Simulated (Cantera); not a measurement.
## Ignition delay

Mixture: 14.4 % CH4, 18.0 % O2, 67.6 % N2, at 5.13 atm, adiabatic and at constant pressure. Ignition delay is the time to a rise of 400 K.

Model: GRI-Mech 3.0 (53 species, 325 reactions), integrated in Cantera.

```json
[
 {"T0 (K)": "1300", "delay (ms)": "3.60"},
 {"T0 (K)": "1400", "delay (ms)": "1.16"},
 {"T0 (K)": "1500", "delay (ms)": "0.403"},
 {"T0 (K)": "1600", "delay (ms)": "0.153"},
 {"T0 (K)": "1700", "delay (ms)": "0.0638"},
 {"T0 (K)": "1800", "delay (ms)": "0.0297"},
 {"T0 (K)": "1900", "delay (ms)": "0.0154"},
 {"T0 (K)": "2000", "delay (ms)": "0.00874"},
 {"T0 (K)": "2100", "delay (ms)": "0.00536"}
]
```

```json
{
 "apparent activation energy between 1900 and 2100 K": "170 kJ/mol"
}
```
